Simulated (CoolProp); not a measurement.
A simple Rankine cycle with n-butane: condensing at 306.15 K, boiler at 0.943 MPa, turbine inlet 354.9 K, turbine efficiency 0.65, pump efficiency 0.6, no recuperator. Each further row changes one setting.

Values from CoolProp's reference Helmholtz-energy equation of state, Bücker 2006.

| case | thermal efficiency (%) | net work (kJ/kg) | heat in (kJ/kg) | turbine exit temperature (K) | volume ratio over the turbine |
|---|---|---|---|---|---|
| as stated | 6.8 | ? | 423 | 327.9 | 3.20 |
| turbine inlet 374.9 K | ? | 31.5 | 468 | 349.4 | 3.14 |
| condensing temperature 298.15 K | ? | ? | 442 | 323.1 | ? |
| boiler pressure 0.66 MPa | 4.8 | 20.9 | 435 | 338.0 | 2.16 |
| turbine efficiency 0.55 | 5.7 | 24.0 | 423 | 330.4 | 3.23 |

**Question.** Complete the blanks.

**Answer.** 
- as stated, net work (kJ/kg): 28.7
- turbine inlet 374.9 K, thermal efficiency (%): 6.7
- condensing temperature 298.15 K, thermal efficiency (%): 7.9
- condensing temperature 298.15 K, net work (kJ/kg): 35.1
- condensing temperature 298.15 K, volume ratio over the turbine: 4.07
